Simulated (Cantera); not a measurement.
Charge: 1 mol SiF4, a varied amount of NH3, 48 mol N2, held at 1050 °C and 13.3 mbar.

These are equilibrium values from Cantera (NASA tables, ideal gas, pure condensed phases), not measurements of a reactor. Candidate condensed phases: Si, Si3N4; 37 gas species. The tables' values for SiF3, SiF2 are old estimates; treat these amounts as uncertain. The numbers say what is thermodynamically allowed, not how fast it happens.

x: gas mole fraction; n: condensed amount in mol.

```
n(NH3) (mol)   x N2    x H2   x SiF4      x HF    x SiF3  n Si3N4(s)
------------  -----  ------  -------  --------  --------  ----------
0.6           0.962  0.0175   0.0192  0.000743  0.000654           0
0.95          0.952     [?]   0.0188       [?]  0.000717           0
1.5           0.937  0.0427   0.0184   0.00103  0.000705    0.000833
2.4           0.914  0.0662   0.0177   0.00126  0.000688     0.00191
3.8           0.881     [?]   0.0167       [?]  0.000663         [?]
5.9           0.837   0.145   0.0154   0.00178  0.000630     0.00488
9.4           0.777   0.207   0.0137   0.00204  0.000583     0.00709
15            0.702   0.283   0.0116   0.00225  0.000523      0.0100
23            0.626   0.362  0.00945   0.00237  0.000458      0.0135
```

### Question
What belongs in the gaps?

### Answer

- 0.95, x H2: 0.0275
- 0.95, x HF: 0.000834
- 3.8, x H2: 0.0998
- 3.8, x HF: 0.00152
- 3.8, n Si3N4(s): 0.00325
